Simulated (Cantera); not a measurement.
Charge: 1 mol SiCl₄, 0.051 mol C₂H₄, 160 mol H₂, at 97.5 Torr.

Cantera equilibrium calculation (NASA polynomials, part measured and part estimated; ideal gas, pure solids and liquids). Candidate condensed phases: C, C₆H₆, C₇H₈, C₈H₁₈, Si, SiC; 109 gas species. Mutual solubility and eutectic melting of coexisting phases are not modelled. The tables' values for SiCl are old estimates; treat these amounts as uncertain. Gases not in the tables: Si₂H₆ and higher silanes. The numbers say what is thermodynamically allowed, not how fast it happens.

x: gas mole fraction; n: condensed amount in mol.

| T (K) | x H₂ | x H | x HCl | x Si | x SiCl₂ | n Si(l) | n SiC(s) |
|---|---|---|---|---|---|---|---|
| 1725 | 0.976 | 0.000509 | 0.0214 | 7.81e-6 | 0.00162 | 0.628 | 0.102 |
| 1775 | 0.976 | 0.000793 | 0.0216 | 1.69e-5 | 0.00153 | 0.639 | 0.102 |
| 1825 | 0.976 | 0.00121 | 0.0217 | 3.50e-5 | 0.00144 | 0.646 | 0.101 |
| 1875 | 0.975 | 0.00179 | 0.0218 | 6.97e-5 | 0.00137 | 0.647 | 0.101 |
| 1925 | 0.974 | 0.00262 | 0.0219 | 0.000134 | 0.00130 | 0.640 | 0.101 |
| 1975 | 0.972 | 0.00374 | 0.0220 | 0.000249 | 0.00123 | 0.620 | 0.1000 |
| 2025 | 0.971 | 0.00526 | 0.0221 | 0.000448 | 0.00117 | 0.581 | 0.0982 |
| 2075 | 0.968 | 0.00727 | 0.0221 | 0.000784 | 0.00111 | 0.510 | 0.0946 |
| 2125 | 0.965 | 0.00989 | 0.0221 | 0.00134 | 0.00105 | 0.393 | 0.0876 |
| 2175 | 0.960 | 0.0133 | 0.0220 | 0.00222 | 0.000996 | 0.204 | 0.0742 |
| 2225 | 0.955 | 0.0176 | 0.0220 | 0.00328 | ___ | 0 | 0.0500 |
| 2275 | 0.948 | 0.0229 | 0.0224 | 0.00373 | ___ | 0 | 0 |
| 2325 | 0.941 | 0.0296 | 0.0226 | 0.00410 | ___ | 0 | 0 |
| 2375 | 0.933 | 0.0378 | 0.0226 | 0.00440 | ___ | 0 | 0 |

Q: What belongs in the gaps?

A: 
- 2225, x SiCl₂: 0.000871
- 2275, x SiCl₂: 0.000616
- 2325, x SiCl₂: 0.000425
- 2375, x SiCl₂: 0.000290
